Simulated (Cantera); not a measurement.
## Nitride etching: BN + F₂ + H₂

Feed: 1 mol BN, 18 mol F₂, 4.6 mol H₂, equilibrated at 85000 Pa.

These are equilibrium values from Cantera (NASA tables, ideal gas, pure condensed phases), not measurements of a reactor. Candidate condensed phases: B, BN; 31 gas species. Rates play no part.

From 525 °C to 1350 °C nothing is condensed. The main B-bearing gas is BF₃ throughout.

```tsv
T (°C)	x F	x F₂	x HF	x BF₃	x NF₃	x N₂	x H₂F₂
525	0.00604	0.477	0.425	0.0462	0.0460	5.95e-5	1.48e-5
600	0.0173	0.472	0.421	0.0458	0.0427	0.00155	9.89e-6
675	0.0424	0.469	0.409	0.0444	0.0255	0.00948	6.78e-6
750	0.0892	0.449	0.393	0.0427	0.00949	0.0166	4.77e-6
825	0.163	0.399	0.375	0.0408	0.00302	0.0189	3.46e-6
900	0.263	0.325	0.354	0.0385	0.000903	0.0188	2.52e-6
975	0.376	0.239	0.331	0.0359	0.000254	0.0178	1.85e-6
1050	0.482	0.159	0.309	0.0336	6.65e-5	0.0168	1.39e-6
1125	0.564	0.0964	0.292	0.0318	1.66e-5	0.0159	1.09e-6
1200	0.617	0.0556	0.282	0.0306	4.12e-6	0.0153	8.99e-7
1275	0.648	0.0317	0.275	0.0299	1.07e-6	0.0150	7.74e-7
1350	0.666	0.0183	0.272	0.0295	3.00e-7	0.0148	6.87e-7
```
x: gas mole fraction; nothing condenses.
